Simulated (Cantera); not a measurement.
# Gas activation for diamond growth

An isothermal, constant-pressure homogeneous reactor starts with CH4 : H2 = 0.032 : 1 (molar parts), at 1850 K and 0.230 bar.

Model: GRI-Mech 3.0 (53 species, 325 reactions), integrated in Cantera. GRI-Mech 3.0 stops at C3 and has no aromatics, soot or wall deposition, so with more carbon than oxygen in the feed, carbon stays in small species such as C2H2 where larger ones or solid carbon would form.

| t (s) | x CH4 | x H2 | x H | x CH2 | x C2H |
|---|---|---|---|---|---|
| 5.00e-5 | 0.0310 | 0.969 | 6.54e-5 | 3.09e-9 | <1e-12 |
| 0.000161 | 0.0309 | 0.969 | 0.000208 | 3.20e-8 | <1e-12 |
| 0.000515 | 0.0305 | 0.968 | 0.000600 | 2.55e-7 | 5.90e-11 |
| 0.00165 | 0.0295 | 0.968 | 0.00101 | 6.74e-7 | 3.81e-9 |
| 0.00531 | 0.0265 | 0.970 | 0.00105 | 6.49e-7 | 2.12e-8 |
| 0.0171 | 0.0199 | 0.973 | 0.00106 | 5.12e-7 | 6.00e-8 |
| 0.0548 | 0.0109 | 0.978 | 0.00109 | 3.03e-7 | 1.14e-7 |
| 0.176 | 0.00446 | 0.982 | 0.00111 | 1.31e-7 | 1.55e-7 |
| 0.565 | 0.00173 | 0.983 | 0.00112 | 5.23e-8 | 1.73e-7 |
| 1.81 | 0.00110 | 0.983 | 0.00112 | 3.37e-8 | 1.77e-7 |
| 5.82 | 0.00108 | 0.983 | 0.00112 | 3.31e-8 | 1.77e-7 |
| 18.7 | 0.00108 | 0.983 | 0.00112 | 3.31e-8 | 1.77e-7 |
| 60.0 | 0.00108 | 0.983 | 0.00112 | 3.31e-8 | 1.77e-7 |
x: mole fraction; the columns are a selection and need not sum to one.

Equilibrium at this temperature and pressure: CH4 0.00108, H2 0.983, H 0.00112, CH2 3.31e-8, C2H 1.77e-7 (gas phase only).
